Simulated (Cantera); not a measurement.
An isothermal, constant-pressure homogeneous reactor starts with 0.882 % H2, 99.1 % O2, at 1300 K and 260 Pa.

Computed with Cantera and the H2/O2 subset of GRI-Mech 3.0, which has no nitrogen chemistry. Radical loss at walls, strong at low pressure, is not modelled.

x: mole fraction; the columns are a selection and need not sum to one.

| t (s) | x H2 | x O2 | x H2O | x OH | x H |
|---|---|---|---|---|---|
| 4.00e-6 | 0.00882 | 0.991 | <1e-12 | <1e-12 | 3.54e-11 |
| 2.51e-5 | 0.00882 | 0.991 | <1e-12 | 1.87e-11 | 2.06e-10 |
| 0.000157 | 0.00882 | 0.991 | 1.92e-11 | 5.50e-10 | 8.72e-10 |
| 0.000986 | 0.00882 | 0.991 | 2.07e-9 | 8.14e-9 | 2.04e-9 |
| 0.00619 | 0.00882 | 0.991 | [?] | [?] | [?] |
| 0.0388 | 0.000547 | 0.983 | 0.00726 | 0.00160 | 0.000435 |
| 0.243 | 3.15e-5 | 0.983 | 0.00819 | 0.000925 | 0.000272 |
| 1.53 | [?] | 0.984 | 0.00826 | 0.000862 | [?] |
| 9.57 | 1.32e-5 | 0.988 | 0.00850 | 0.000601 | 7.15e-5 |
| 60.0 | 1.55e-6 | 0.991 | 0.00875 | 0.000206 | 2.79e-6 |

Q: Complete the blanks.

A: 
- 0.00619, x H2O: 2.44e-7
- 0.00619, x OH: 2.15e-7
- 0.00619, x H: 2.56e-8
- 1.53, x H2: 2.74e-5
- 1.53, x H: 0.000218
